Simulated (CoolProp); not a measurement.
Computed with CoolProp (reference Helmholtz-energy equation of state, Akasaka 2019).

Question: Give the vapour pressure (kPa), liquid density (kg/m³), liquid cp (kJ/(kg K)), surface tension (mN/m) of saturated R1234ze(Z) at 69.35 °C.

Answer: 
```json
[
 {"T (°C)": "69.35", "p (kPa)": "661", "liquid density (kg/m³)": "1090", "liquid cp (kJ/(kg K))": "1.43", "surface tension (mN/m)": "7.50"}
]
```

Surface tension comes from a separate correlation (Kondou 2015).
